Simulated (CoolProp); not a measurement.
Vapour-liquid equilibrium of isopentane (1) + R365MFC (2) at 21.85 °C; x and y are mole fractions of (1).

The numbers come from the multi-fluid Helmholtz-energy mixture model, Lemmon 2006 and Lemmon 2016; pair parameters Bell 2016 in CoolProp.

### Question
Give the bubble pressure and the first vapour's composition at x = 0.05, 0.25, 0.35. Is there an azeotrope?

### Answer
x = 0.05: 0.06256 MPa, y = 0.235; x = 0.25: 0.08994 MPa, y = 0.541; x = 0.35: 0.09522 MPa, y = 0.590. y crosses x between x = 0.65 and 0.75: the model has an azeotrope there.

Pair parameters are fitted to limited data, so mixtures are less certain than the pure fluids. With so large a gap from Raoult's law the liquid may split in two, which this calculation doesn't test in full.
